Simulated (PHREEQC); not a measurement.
Make-up at 25 °C: 1.9 mmol/kgw FeCl3, 0.078 mmol/kgw MgSO4, 0.14 mmol/kgw NaCl and 0.13 mmol/kgw LiOH. Closed to the air; pH follows from the charge balance.

Computed with PHREEQC (ion-association model, phreeqc.dat).

Precipitation was switched off in this run.

Q: Estimate the pH.

A: pH 2.85.

Q: In which forms is S present?

A: FeSO4+ 55 %, SO4-2 40 %, HSO4- 4.2 % of the S.

Saturation is exceeded, for instance for Hematite (slow to form), Goethite (slow to form); the values hold only as long as no solid forms. Complexes and solids missing from the database can't appear.
